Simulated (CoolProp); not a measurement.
A single-stage vapour-compression cycle with R113: evaporating at 282.15 K (dew point), condensing at 308.15 K (bubble point), superheat 10 K, subcooling 2 K, compressor efficiency 0.9, no pressure losses. Each further row changes one setting.

Computed with CoolProp (reference Helmholtz-energy equation of state, Marx 1992).

| case | cooling COP | pressure ratio | discharge temperature (K) | refrigerating effect (kJ/kg) | volumetric capacity (kJ/m³) |
|---|---|---|---|---|---|
| as stated | 9.12 | 2.86 | 316.8 | 141 | 251 |
| evaporating temperature 287.15 K | ? | 2.30 | 316.8 | 144 | ? |
| condensing temperature 303.15 K | ? | 2.38 | 312.3 | 145 | 260 |
| subcooling 7 K | 9.42 | 2.86 | 316.8 | 145 | 260 |
| superheat 20 K | 9.22 | 2.86 | 327.1 | 147 | ? |
| compressor efficiency 0.8 | 8.11 | 2.86 | 319.6 | 141 | 251 |

Question: Complete the blanks.

Answer: 
- evaporating temperature 287.15 K, cooling COP: 11.7
- evaporating temperature 287.15 K, volumetric capacity (kJ/m³): 315
- condensing temperature 303.15 K, cooling COP: 11.5
- superheat 20 K, volumetric capacity (kJ/m³): 254
